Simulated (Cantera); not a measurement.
An isothermal, constant-pressure homogeneous reactor starts with N₂O = 1 (molar parts), at 1075 K and 1.00 bar. Integrator tolerance rtol = 1e-08.

Model: GRI-Mech 3.0 (53 species, 325 reactions), integrated in Cantera. GRI-Mech 3.0 was tuned for natural gas; its chemistry of N2O as a main component is partial and can be far from experiment. The mechanism lacks the step 2 NO + O2 → 2 NO2, which can matter for NO2 below about 1400 K. The temperature is held fixed by assumption; the heat of reaction is taken as removed at once.

Problem. What does this change do: temperature 1075 to 1100 K?

Solution. 
| quantity | before | after |
|---|---|---|
| x(N₂O) at 200 s | 0.00485 (gas-phase equilibrium 5.54e-9) | 0.000187 (gas-phase equilibrium 6.84e-9) |
| x(NO) at 200 s | 0.0267 (gas-phase equilibrium 7.85e-5) | 0.0302 (gas-phase equilibrium 9.90e-5) |
| x(N₂) at 200 s | 0.650 (gas-phase equilibrium 0.667) | 0.651 (gas-phase equilibrium 0.667) |
| x(NO₂) at 200 s | 0.000582 (gas-phase equilibrium 3.26e-6) | 0.000996 (gas-phase equilibrium 3.55e-6) |
| x(O₂) at 200 s | 0.318 (gas-phase equilibrium 0.333) | 0.317 (gas-phase equilibrium 0.333) |
| x(O) at 200 s | 3.05e-9 (gas-phase equilibrium 7.62e-10) | 1.55e-9 (gas-phase equilibrium 1.45e-9) |

Problem. What does this change do: 0.068 parts H2O added?

Solution. 
```tsv
quantity	before	after
x(N₂O) at 200 s	0.00485 (gas-phase equilibrium 5.54e-9)	0.00149 (gas-phase equilibrium 5.18e-9)
x(NO) at 200 s	0.0267 (gas-phase equilibrium 7.85e-5)	0.0199 (gas-phase equilibrium 7.51e-5)
x(N₂) at 200 s	0.650 (gas-phase equilibrium 0.667)	0.627 (gas-phase equilibrium 0.638)
x(NO₂) at 200 s	0.000582 (gas-phase equilibrium 3.26e-6)	0.000573 (gas-phase equilibrium 3.05e-6)
x(O₂) at 200 s	0.318 (gas-phase equilibrium 0.333)	0.308 (gas-phase equilibrium 0.319)
x(O) at 200 s	3.05e-9 (gas-phase equilibrium 7.62e-10)	1.63e-9 (gas-phase equilibrium 7.45e-10)
```

Problem. What does this change do: pressure from 1.00 bar to 0.210 bar?

Solution. 
```csv
quantity,before,after
x(N₂O) at 200 s,0.00485 (gas-phase equilibrium 5.54e-9),0.139 (gas-phase equilibrium 2.54e-9)
x(NO) at 200 s,0.0267 (gas-phase equilibrium 7.85e-5),0.0320 (gas-phase equilibrium 7.85e-5)
x(N₂) at 200 s,0.650 (gas-phase equilibrium 0.667),0.558 (gas-phase equilibrium 0.667)
x(NO₂) at 200 s,0.000582 (gas-phase equilibrium 3.26e-6),0.000104 (gas-phase equilibrium 1.50e-6)
x(O₂) at 200 s,0.318 (gas-phase equilibrium 0.333),0.271 (gas-phase equilibrium 0.333)
x(O) at 200 s,3.05e-9 (gas-phase equilibrium 7.62e-10),1.23e-7 (gas-phase equilibrium 1.66e-9)
```
